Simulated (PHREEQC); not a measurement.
A solution holds 25 mmol/kgw H3BO3, 2.5 mmol/kgw K2HPO4 and 15 mmol/kgw H2SO4, at 25 °C. Closed to the air; pH follows from the charge balance.

The numbers come from PHREEQC with the ion-association model, phreeqc.dat.

This is a speciation only: nothing precipitates in the calculation.

**Question.** Predict the pH, ionic strength, specific conductance.

**Answer.** pH 1.79; ionic strength 0.0309 mol/kgw; specific conductance 7410 µS/cm.

**Question.** In which forms is P present?

**Answer.** H3PO4 67 %, H2PO4- 33 % of the P.

Species that the database lacks are ignored.
